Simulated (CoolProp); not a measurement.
Properties of the fluoroketone C6F12O (FK-5-1-12) along the isobar 0.101 MPa (Tc = 168.7 °C, pc = 1.869 MPa, ω = 0.471).

Computed with CoolProp (reference Helmholtz-energy equation of state, McLinden 2015).

```tsv
T (°C)	phase	density (kg/m³)	cv (kJ/(kg K))	Joule-Thomson coefficient (K/MPa)	isothermal compressibility (1/MPa)	expansivity (1/kK)
107.65	gas	10.43	0.9145	13.36	10.25	2.972
112.45	gas	10.28	0.9193	12.80	10.24	2.918
117.25	gas	10.14	0.9242	12.27	10.22	2.866
122.15	gas	10.00	0.9292	11.77	10.20	2.815
126.95	gas	9.869	0.9341	11.30	10.19	2.768
131.75	gas	9.739	0.9391	10.85	10.18	2.723
136.65	gas	9.611	0.9442	10.43	10.16	2.678
141.45	gas	9.489	0.9492	10.03	10.15	2.637
146.25	gas	9.371	0.9543	9.656	10.14	2.597
151.15	gas	9.253	0.9595	9.295	10.13	2.557
155.95	gas	9.141	0.9645	8.961	10.12	2.520
160.75	gas	9.032	0.9696	8.645	10.11	2.484
165.55	gas	8.926	0.9747	8.346	10.10	2.450
170.45	gas	8.820	0.9799	8.057	10.09	2.416
175.25	gas	8.719	0.9850	7.789	10.08	2.384
```
